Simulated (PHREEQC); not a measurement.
Solution (50 °C): 110 mmol/kgw Cs2SO4. Closed to the air; pH follows from the charge balance.

Computed with PHREEQC (ion-association model, wateq4f.dat).

This is a speciation only: nothing precipitates in the calculation.

Task: Predict the activity of water.

Result: activity of water 0.994.

Complexes and solids missing from the database can't appear. At this temperature some constants are extrapolated from 25 °C, and those without enthalpy data are left unchanged.
